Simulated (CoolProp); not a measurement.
The fluoroketone C6F12O (FK-5-1-12) along the isotherm 478 K: Z from the reference equation and from simpler models built on Tc = 441.8 K, pc = 1.869 MPa, ω = 0.471; each cubic takes its own stable root.

Values from CoolProp's reference Helmholtz-energy equation of state, McLinden 2015.

| p (MPa) | phase | reference | van der Waals | Peng-Robinson |
|---|---|---|---|---|
| 1.25 | gas | 0.8088 | 0.8073 | 0.7942 |
| 2.49 | supercritical | 0.5557 | 0.4575 | 0.5534 |
| 3.74 | supercritical | 0.3951 | 0.4518 | 0.4312 |
| 4.98 | supercritical | 0.4376 | 0.5423 | 0.4612 |
| 6.23 | supercritical | 0.5038 | 0.6385 | 0.5157 |
| 7.48 | supercritical | 0.5742 | 0.7347 | 0.5754 |
| 8.72 | supercritical | 0.6449 | 0.8293 | 0.6359 |
| 9.97 | supercritical | 0.7160 | 0.9237 | 0.6970 |
| 11.2 | supercritical | 0.7856 | 1.016 | 0.7569 |
| 12.5 | supercritical | 0.8584 | 1.112 | 0.8198 |
| 13.7 | supercritical | 0.9251 | 1.199 | 0.8773 |
| 15 | supercritical | 0.9968 | 1.294 | 0.9390 |
| 16.2 | supercritical | 1.062 | 1.380 | 0.9956 |
| 17.4 | supercritical | 1.127 | 1.466 | 1.052 |
| 18.7 | supercritical | 1.197 | 1.558 | 1.112 |
